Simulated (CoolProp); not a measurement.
CF4 (R14) at several states: fugacity coefficient from the reference equation and from simpler models built on Tc = 227.4 K, pc = 37.62 bar, ω = 0.178; each cubic takes its own stable root.

Model: reference Helmholtz-energy equation of state, Platzer 1990, in CoolProp. This equation is an older, rougher fit; its heat capacities, sound speeds and derivatives of the liquid may be far off and weren't checked against measurements.

```csv
T (K),p (bar),phase,reference
160.3,1.07,gas,0.9732
422.2,116,supercritical,0.9453
296.2,4.71,gas,0.9823
```

**Question.** How far does each simpler model (van der Waals, Redlich-Kwong, Soave-Redlich-Kwong, Peng-Robinson) lie from the reference over these 3 states: mean and median of the absolute difference, and the worst?

**Answer.** 
- van der Waals: mean 3.3 %, median 0.8 %, worst -9.1 % at 422.2 K and 116 bar
- Redlich-Kwong: mean 1.8 %, median 0.2 %, worst -5.2 % at 422.2 K and 116 bar
- Soave-Redlich-Kwong: mean 0.8 %, median 0.1 %, worst +2.3 % at 422.2 K and 116 bar
- Peng-Robinson: mean 0.9 %, median 0.3 %, worst -2.1 % at 422.2 K and 116 bar
